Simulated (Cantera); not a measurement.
Input: 1 mol Si, 2.8 mol Br2, 30 mol H2, at 1773 K and 1.30e-5 bar.

Cantera equilibrium calculation (NASA polynomials, part measured and part estimated; ideal gas, pure solids and liquids). Candidate condensed phases: Br2, Si; 19 gas species. The tables' values for SiBr are old estimates; treat these amounts as uncertain. The numbers say what is thermodynamically allowed, not how fast it happens.

Base state: H2 0.756, Br 0.117, H 0.0686, HBr 0.0309, Si 0.0251, SiBr 0.00108, SiBr2 0.000498, SiH 9.73e-5 (mole fractions); condensed: gas only.

**Question.** What changes in the equilibrium state with this change: pressure from 1.30e-5 bar to 0.0133 bar?

**Answer.** 
```csv
species,before,after
H2,0.756,0.857
HBr,0.0309,0.0990
SiBr2,0.000498,0.0293
Br,0.117,0.0110
Si,0.0251,0.000160
H,0.0686,0.00228
SiBr3,9.62e-9,5.46e-5
Si2,2.15e-5,8.89e-7
SiH2,2.86e-6,2.12e-5
SiH,9.73e-5,2.11e-5
"Si(l), mol",0,0.000680
```
The tables' values for SiBr, SiBr3 are old estimates; treat these amounts as uncertain. Gases not in the tables: Si2H6 and higher silanes.

**Question.** What changes in the equilibrium state with this change: H2 from 30 to 3.1 mol?

**Answer.** 
```
species    before     after
-------  --------  --------
Br          0.117     0.484
H2          0.756     0.285
HBr        0.0309    0.0781
Si         0.0251    0.0733
SiBr2    0.000498    0.0246
SiBr      0.00108    0.0129
H          0.0686    0.0421
Si3       7.96e-7   1.97e-5
Si2       2.15e-5  0.000182
SiH       9.73e-5  0.000174
```

**Question.** What changes in the equilibrium state with this change: temperature from 1773 K to 873 K?

**Answer.** 
```tsv
species	before	after
H2	0.756	0.895
HBr	0.0309	0.0783
SiBr4	<1e-9	0.0210
Br	0.117	6.21e-6
H	0.0686	1.23e-8
Si	0.0251	<1e-9
SiBr	0.00108	<1e-9
SiHBr3	<1e-9	0.000289
SiH	9.73e-5	<1e-9
Si(s), mol	0	0.142
```
The tables' values for SiBr3 are old estimates; treat these amounts as uncertain.
